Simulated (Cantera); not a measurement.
A Cantera script and its output.

```python
import numpy as np
import cantera as ct

gas = ct.Solution("gri30.yaml")
gas.TPX = 1073, 1000000, {'CH4': 1, 'O2': 3.12, 'N2': 11.8}
reactor = ct.IdealGasReactor(gas, energy="on", clone=False)
net = ct.ReactorNet([reactor])
net.rtol, net.atol = 1e-08, 1e-16
show = ['CH4', 'O2', 'HCN', 'CO2', 'NO2', 'NO']
times = np.geomspace(6e-06, 0.3, 11)

steps = ct.SolutionArray(gas, extra=["t"])
rows = []
print(f"{'t/s':>10s}{'T/K':>9s}{'P/Pa':>11s}" + "".join(f"{s:>11s}" for s in show))
for t in times:
    while net.time < t:
        t_next = net.step()
        steps.append(gas.state, t=t_next)
    rows.append([np.interp(t, steps.t, y) for y in (steps.T, steps.P, *steps(*show).X.T)])
    print(f"{t:10.3e}{rows[-1][0]:9.1f}{rows[-1][1]:11.4g}" + "".join(f"{x:11.3e}" for x in rows[-1][2:]))
rate = np.gradient(steps.T, steps.t)
print("integrator steps:", len(steps.t))
if steps.T.max() > steps.T[0] + 200:
    print(f"time of steepest temperature rise: {steps.t[rate.argmax()]:.4e} s")
gas.TPX = 1073, 1000000, {'CH4': 1, 'O2': 3.12, 'N2': 11.8}
gas.equilibrate("UV")
print(f"equilibrium (UV): T = {gas.T:.1f} K  " + "  ".join(f"{s} {gas[s].X[0]:.3e}" for s in show))
```

It prints:

```
       t/s      T/K       P/Pa        CH4         O2        HCN        CO2        NO2         NO
 6.000e-06   1073.0      1e+06  6.281e-02  1.960e-01  1.063e-27  4.092e-18  6.226e-30  5.764e-24
 1.770e-05   1073.0      1e+06  6.281e-02  1.960e-01  9.361e-27  1.078e-16  4.815e-28  5.226e-23
 5.223e-05   1073.0      1e+06  6.281e-02  1.960e-01  8.518e-26  2.982e-15  3.718e-26  4.742e-22
 1.541e-04   1073.0      1e+06  6.281e-02  1.960e-01  8.415e-25  9.111e-14  2.817e-24  4.495e-21
 4.547e-04   1073.0      1e+06  6.281e-02  1.960e-01  1.148e-23  3.950e-12  2.491e-22  5.234e-20
 1.342e-03   1073.0      1e+06  6.281e-02  1.960e-01  2.688e-22  1.879e-10  2.784e-20  8.743e-19
 3.959e-03   1073.3      1e+06  6.278e-02  1.960e-01  3.398e-21  2.577e-09  1.968e-18  9.023e-18
 1.168e-02   1075.2  1.002e+06  6.254e-02  1.958e-01  9.048e-20  7.622e-08  1.948e-16  1.277e-16
 3.446e-02   2596.5  2.431e+06  1.948e-17  6.249e-02  2.918e-11  5.961e-02  3.091e-05  1.427e-02
 1.017e-01   2596.5  2.431e+06  1.948e-17  6.249e-02  2.918e-11  5.961e-02  3.091e-05  1.427e-02
 3.000e-01   2596.5  2.431e+06  1.948e-17  6.249e-02  2.918e-11  5.961e-02  3.091e-05  1.427e-02
integrator steps: 2306
time of steepest temperature rise: 2.1485e-02 s
equilibrium (UV): T = 2596.5 K  CH4 2.733e-17  O2 6.249e-02  HCN 2.918e-11  CO2 5.961e-02  NO2 3.091e-05  NO 1.427e-02
```

Model: GRI-Mech 3.0 (53 species, 325 reactions), integrated in Cantera.
